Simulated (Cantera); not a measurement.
Input: 1 mol Fe(CO)₅, 0.71 mol H₂, held at 1350 K and 2.60 bar.

These are equilibrium values from Cantera (NASA tables, ideal gas, pure condensed phases), not measurements of a reactor. Candidate condensed phases: C, C₆H₆, C₇H₈, C₈H₁₈, Fe, Fe(CO)₅, FeO, Fe(OH)₂, Fe(OH)₃, Fe₂O₃, Fe₃O₄, H₂O; 114 gas species. Condensed phases not in the tables: cementite and carbon dissolved in iron. The numbers say what is thermodynamically allowed, not how fast it happens.

Base state: CO 0.869, H₂ 0.123, CO₂ 0.00573, H₂O 0.00160, CH₄ 0.000228 (mole fractions); condensed: C(graphite) + Fe(γ).

Question: What changes in the equilibrium state with this change: temperature from 1350 K to 1373 K?

Answer: 
```tsv
species	before	after
CO	0.869	0.871
H₂	0.123	0.123
CO₂	0.00573	0.00448
H₂O	0.00160	0.00131
CH₄	0.000228	0.000199
C(graphite), mol	0.0402	0.0317
Fe(γ), mol	1.00	1.00
```
